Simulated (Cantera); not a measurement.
Adiabatic ignition

An adiabatic, constant-pressure homogeneous reactor starts with CH4 : O2 : N2 : H2O = 1 : 1.43 : 5.37 : 0.17 (molar parts), at 1475 K and 5.00 bar.

Detailed kinetics in Cantera: GRI-Mech 3.0 (53 species, 325 reactions).

| t (s) | T (K) | x CH4 | x O2 | x H2O | x H2O2 | x C2H |
|---|---|---|---|---|---|---|
| 7.00e-6 | 1475 | 0.125 | 0.179 | 0.0213 | 1.06e-7 | <1e-12 |
| 1.62e-5 | 1475 | 0.125 | 0.179 | 0.0213 | 2.34e-7 | <1e-12 |
| 3.74e-5 | 1475 | 0.125 | 0.179 | 0.0214 | 3.41e-7 | <1e-12 |
| 8.64e-5 | 1476 | 0.125 | 0.179 | 0.0215 | 4.66e-7 | <1e-12 |
| 0.000200 | 1480 | 0.124 | 0.178 | 0.0224 | 1.18e-6 | <1e-12 |
| 0.000461 | 1544 | 0.110 | 0.168 | 0.0340 | 9.68e-6 | 2.69e-11 |
| 0.00107 | 2791 | 2.11e-12 | 0.000952 | 0.186 | 1.59e-7 | <1e-12 |
| 0.00246 | 2788 | 2.17e-12 | 0.000920 | 0.186 | 1.55e-7 | <1e-12 |
| 0.00569 | 2788 | 2.17e-12 | 0.000919 | 0.186 | 1.55e-7 | <1e-12 |
| 0.0131 | 2788 | 2.17e-12 | 0.000919 | 0.186 | 1.55e-7 | <1e-12 |
| 0.0304 | 2788 | 2.17e-12 | 0.000919 | 0.186 | 1.55e-7 | <1e-12 |
| 0.0702 | 2788 | 2.17e-12 | 0.000919 | 0.186 | 1.55e-7 | <1e-12 |
| 0.162 | 2788 | 2.17e-12 | 0.000919 | 0.186 | 1.55e-7 | <1e-12 |
| 0.375 | 2788 | 2.17e-12 | 0.000919 | 0.186 | 1.55e-7 | <1e-12 |
| 0.866 | 2788 | 2.17e-12 | 0.000919 | 0.186 | 1.55e-7 | <1e-12 |
| 2.00 | 2788 | 2.17e-12 | 0.000919 | 0.186 | 1.55e-7 | <1e-12 |
x: mole fraction; the columns are a selection and need not sum to one.

```yaml
time_of_steepest_temperature_rise: 0.537 ms
temperature at 2.00 s: 2788 K
equilibrium_temperature: 2788 K
x(CH4) at 2.00 s: 2.17e-12 (gas-phase equilibrium 2.53e-12)
x(O2) at 2.00 s: 0.000919 (gas-phase equilibrium 0.000919)
x(H2O) at 2.00 s: 0.186 (gas-phase equilibrium 0.186)
```
